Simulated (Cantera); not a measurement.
A closed system holds: 1 mol CH4, 33 mol H2, 32 mol N2, held at 2375 K and 0.100 bar.

Cantera equilibrium calculation (NASA polynomials, part measured and part estimated; ideal gas, pure solids and liquids). Candidate condensed phases: C, C6H6, C7H8, C8H18; 92 gas species. The numbers say what is thermodynamically allowed, not how fast it happens.

Base state: H2 0.491, N2 0.464, H 0.0313, HCN 0.0120, HNC 0.00120, C2H2 (acetylene) 0.000738, CN 3.66e-5 (mole fractions); condensed: gas only.

Task: What changes in the equilibrium state with this change: CH4 replaced by CO?

Result: 
| species | before | after |
|---|---|---|
| N2 | 0.464 | 0.477 |
| H2 | 0.491 | 0.477 |
| H | 0.0313 | 0.0308 |
| CO | 0 | 0.0149 |
| HCN | 0.0120 | 2.32e-5 |
| C2H2 (acetylene) | 0.000738 | 2.69e-9 |
| H2O | 0 | 2.51e-5 |
Further candidate phases: H2O.
